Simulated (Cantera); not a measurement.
## Equilibrium for silicon oxide and oxynitride deposition: SiCl4 + N2O + H2

A closed system holds: 1 mol SiCl4, 30 mol N2O, 0.92 mol H2, equilibrated at 1127 °C.

Method: chemical equilibrium by Gibbs-energy minimisation in Cantera with the NASA 1993 tables (ideal gas, pure condensed phases). Candidate condensed phases: H2O, NH4Cl, Si, SiO2, Si2N2O, Si3N4; 47 gas species. The tables hold silica as quartz up to 1696 K and as liquid above; real silica turns to tridymite and cristobalite and melts near 1996 K. Kinetics and transport are ignored.

From 0.0375 Torr to 750 Torr the condensed part is SiO2(β-quartz).

```
P (Pa)  log p N2  log p O2  log p Cl  log p HCl  log p Cl2  n SiO2(β-quartz)
------  --------  --------  --------  ---------  ---------  ----------------
5          -4.51     -4.84     -5.62      -5.75      -8.15              1.00
36         -3.65     -3.98     -4.79      -4.88      -6.50              1.00
260        -2.79     -3.12     -4.02      -4.01      -4.94              1.00
1900       -1.92     -2.25     -3.37      -3.14      -3.65              1.00
14000      -1.05     -1.38     -2.84      -2.28      -2.59              1.00
100000     -0.20     -0.53     -2.37      -1.44      -1.65              1.00
```
log p: log10 of the partial pressure in bar; n: condensed amount in mol.
